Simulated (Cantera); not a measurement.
A Cantera script and its output.

```python
import numpy as np
import cantera as ct

gas = ct.Solution("gri30.yaml")
gas.TPX = 1575, 500000, {'CH4': 1, 'C2H6': 0.083, 'O2': 1.91, 'N2': 12.8, 'CO2': 0.052}
reactor = ct.IdealGasReactor(gas, energy="on", clone=False)
net = ct.ReactorNet([reactor])
net.rtol, net.atol = 1e-08, 1e-16
show = ['CH4', 'C2H6', 'O2', 'C2H', 'CH2O', 'OH', 'NO']
times = np.geomspace(2e-06, 0.3, 12)

steps = ct.SolutionArray(gas, extra=["t"])
rows = []
print(f"{'t/s':>10s}{'T/K':>9s}{'P/Pa':>11s}" + "".join(f"{s:>11s}" for s in show))
for t in times:
    while net.time < t:
        t_next = net.step()
        steps.append(gas.state, t=t_next)
    rows.append([np.interp(t, steps.t, y) for y in (steps.T, steps.P, *steps(*show).X.T)])
    print(f"{t:10.3e}{rows[-1][0]:9.1f}{rows[-1][1]:11.4g}" + "".join(f"{x:11.3e}" for x in rows[-1][2:]))
rate = np.gradient(steps.T, steps.t)
print("integrator steps:", len(steps.t))
if steps.T.max() > steps.T[0] + 200:
    print(f"time of steepest temperature rise: {steps.t[rate.argmax()]:.4e} s")
gas.TPX = 1575, 500000, {'CH4': 1, 'C2H6': 0.083, 'O2': 1.91, 'N2': 12.8, 'CO2': 0.052}
gas.equilibrate("UV")
print(f"equilibrium (UV): T = {gas.T:.1f} K  " + "  ".join(f"{s} {gas[s].X[0]:.3e}" for s in show))
```

It prints:

```
       t/s      T/K       P/Pa        CH4       C2H6         O2        C2H       CH2O         OH         NO
 2.000e-06   1574.5  4.999e+05  6.310e-02  5.192e-03  1.205e-01  3.094e-17  2.380e-06  2.819e-07  2.665e-14
 5.910e-06   1573.7  4.997e+05  6.305e-02  5.096e-03  1.205e-01  6.145e-15  2.487e-05  1.154e-06  2.844e-13
 1.746e-05   1574.7  5.002e+05  6.245e-02  4.833e-03  1.201e-01  1.267e-12  2.535e-04  3.855e-06  4.084e-12
 5.160e-05   1598.2  5.087e+05  5.795e-02  3.913e-03  1.165e-01  1.952e-10  1.467e-03  1.247e-05  7.276e-11
 1.525e-04   2837.3  9.344e+05  1.429e-13  5.981e-26  2.908e-03  8.149e-18  2.535e-09  7.671e-03  1.001e-03
 4.506e-04   2826.6  9.312e+05  1.638e-13  7.505e-26  2.493e-03  8.491e-18  2.641e-09  7.175e-03  3.244e-03
 1.332e-03   2822.6    9.3e+05  1.712e-13  8.094e-26  2.367e-03  8.585e-18  2.680e-09  7.015e-03  4.003e-03
 3.935e-03   2822.5    9.3e+05  1.713e-13  8.102e-26  2.365e-03  8.586e-18  2.680e-09  7.013e-03  4.013e-03
 1.163e-02   2822.5    9.3e+05  1.713e-13  8.102e-26  2.365e-03  8.586e-18  2.680e-09  7.013e-03  4.013e-03
 3.436e-02   2822.5    9.3e+05  1.713e-13  8.102e-26  2.365e-03  8.586e-18  2.680e-09  7.013e-03  4.013e-03
 1.015e-01   2822.5    9.3e+05  1.713e-13  8.102e-26  2.365e-03  8.586e-18  2.680e-09  7.013e-03  4.013e-03
 3.000e-01   2822.5    9.3e+05  1.713e-13  8.102e-26  2.365e-03  8.586e-18  2.680e-09  7.013e-03  4.013e-03
integrator steps: 1744
time of steepest temperature rise: 9.2198e-05 s
equilibrium (UV): T = 2822.5 K  CH4 2.058e-13  C2H6 1.095e-25  O2 2.365e-03  C2H 9.132e-18  CH2O 2.680e-09  OH 7.013e-03  NO 4.013e-03
```

Cantera simulation using GRI-Mech 3.0 (53 species, 325 reactions); the numbers are that mechanism's predictions, not measurements.
